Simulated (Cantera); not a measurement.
**Si + CO2 + N2 (thermal oxidation and active oxidation of silicon)**

Feed: 1 mol Si, 0.22 mol CO2, 300 mol N2, at 2.60 bar.

Cantera equilibrium calculation (NASA polynomials, part measured and part estimated; ideal gas, pure solids and liquids). Candidate condensed phases: C, Si, SiC, SiO2, Si2N2O, Si3N4; 34 gas species. N2 is the only nitrogen source here; it is nearly inert below about 1500 K, so the nitride shown seldom forms there in practice. Mutual solubility and eutectic melting of coexisting phases are not modelled. Rates play no part.

From 1025 K to 1625 K the condensed part is C(graphite) + Si2N2O(s) + Si3N4(s). From 1700 K to 1925 K the condensed part is Si2N2O(s) + Si3N4(s). At 2000 K the condensed part is Si3N4(s).

```tsv
T (K)	x N2	x CO	x SiO	x Si	x SiN	x Si2N	x C2N2	n C(graphite)	n Si2N2O(s)	n Si3N4(s)
1025	1.00	2.29e-10	<1e-12	<1e-12	<1e-12	<1e-12	<1e-12	0.220	0.440	0.0400
1100	1.00	3.24e-9	<1e-12	<1e-12	<1e-12	<1e-12	<1e-12	0.220	0.440	0.0400
1175	1.00	3.24e-8	<1e-12	<1e-12	<1e-12	<1e-12	3.38e-12	0.220	0.440	0.0400
1250	1.00	2.45e-7	<1e-12	<1e-12	<1e-12	<1e-12	2.30e-11	0.220	0.440	0.0400
1325	1.000	1.47e-6	1.90e-11	<1e-12	<1e-12	<1e-12	1.26e-10	0.220	0.440	0.0403
1400	1.000	7.22e-6	3.19e-10	<1e-12	<1e-12	<1e-12	5.78e-10	0.218	0.438	0.0414
1475	1.000	3.02e-5	4.00e-9	1.10e-12	2.53e-12	<1e-12	2.27e-9	0.211	0.431	0.0460
1550	1.000	0.000109	3.90e-8	1.67e-11	2.81e-11	<1e-12	7.78e-9	0.187	0.407	0.0619
1625	1.000	0.000352	3.06e-7	1.97e-10	2.49e-10	1.35e-12	2.38e-8	0.115	0.335	0.110
1700	0.999	0.000734	2.00e-6	1.86e-9	1.81e-9	2.33e-11	3.44e-8	0	0.219	0.187
1775	0.999	0.000734	1.11e-5	1.45e-8	1.11e-8	3.15e-10	1.26e-8	0	0.217	0.188
1850	0.999	0.000734	5.31e-5	9.50e-8	5.87e-8	3.42e-9	5.01e-9	0	0.204	0.192
1925	0.999	0.000734	0.000225	5.37e-7	2.71e-7	3.07e-8	2.15e-9	0	0.153	0.209
2000	0.999	0.000734	0.000734	2.66e-6	1.12e-6	2.33e-7	1.32e-9	0	0	0.260
```
x: gas mole fraction; n: condensed amount in mol.
